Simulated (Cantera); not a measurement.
A closed system holds: 1 mol SiHCl3, 0.039 mol C3H8, 77 mol H2, held at 0.0510 bar.

Cantera equilibrium calculation (NASA polynomials, part measured and part estimated; ideal gas, pure solids and liquids). Candidate condensed phases: C, C6H6, C7H8, C8H18, Si, SiC; 109 gas species. Mutual solubility and eutectic melting of coexisting phases are not modelled. Gases not in the tables: Si2H6 and higher silanes. The numbers say what is thermodynamically allowed, not how fast it happens.

Question: What share of the Si ends up in condensed phases as a function of T (°C), at 927, 1127, 1327, 1527, 1727, 1927, 2127, 2327?

Answer: 
```csv
T (°C),Si condensed (%),as
927,71.5,Si(s) + SiC(s)
1127,74.8,Si(s) + SiC(s)
1327,72.5,Si(s) + SiC(s)
1527,73.6,Si(l) + SiC(s)
1727,68.7,Si(l) + SiC(s)
1927,7.8,SiC(s)
2127,0.0,-
2327,0.0,-
```
